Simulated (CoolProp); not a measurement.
Vapour-liquid equilibrium of carbon dioxide (1) + sulfur dioxide (2) at -23.35 °C; x and y are mole fractions of (1).

Values from CoolProp's multi-fluid Helmholtz-energy mixture model, Span 1996 and Gao 2016; pair parameters Bell 2016.

```csv
x,bubble pressure (MPa),y at the bubble point,dew pressure at overall composition x (MPa),liquid density (mol/L)
0.05,0.1620,0.676,0.05659,23.45
0.125,0.3214,0.844,0.06140,23.60
0.2,0.4744,0.899,0.06708,23.74
0.275,0.6189,0.927,0.07392,23.87
0.35,0.7539,0.943,0.08230,23.99
0.425,0.8794,0.954,0.09281,24.09
0.5,0.9963,0.962,0.1064,24.18
0.575,1.107,0.969,0.1246,24.24
0.65,1.213,0.975,0.1503,24.27
0.725,1.319,0.980,0.1894,24.26
0.8,1.428,0.985,0.2558,24.22
0.875,1.545,0.990,0.3933,24.11
0.95,1.675,0.996,0.8278,23.95
```

No azeotrope shows between x = 0.05 and 0.95.

The pair parameters rest on a limited set of measurements; away from them the model extrapolates. The gap from Raoult's law changes sign with composition, which may be real or a fault of the pair parameters; it wasn't checked against measurements.
